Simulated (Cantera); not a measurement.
Input: 1 mol CaO, 2.5 mol O₂, 2.3 mol N₂, equilibrated at 13.3 mbar.

These are equilibrium values from Cantera (NASA tables, ideal gas, pure condensed phases), not measurements of a reactor. Candidate condensed phases: Ca, CaO; 12 gas species. Equilibrium is a limit: real reactors are often held back by kinetics, nucleation or transport. All values below are at 1200 °C.

Base state: O₂ 0.520, N₂ 0.479, NO 0.00131, O 1.74e-5 (mole fractions); condensed: CaO(s).

Task: What changes in the equilibrium state with this change: CaO replaced by CaCO₃?

Result: 
```
species       before    after
-----------  -------  -------
O₂             0.520    0.430
N₂             0.479    0.396
CO₂                0    0.172
NO           0.00131  0.00109
O            1.74e-5  1.59e-5
CaO(s), mol     1.00     1.00
```
Further candidate phases: C, CaCO₃.
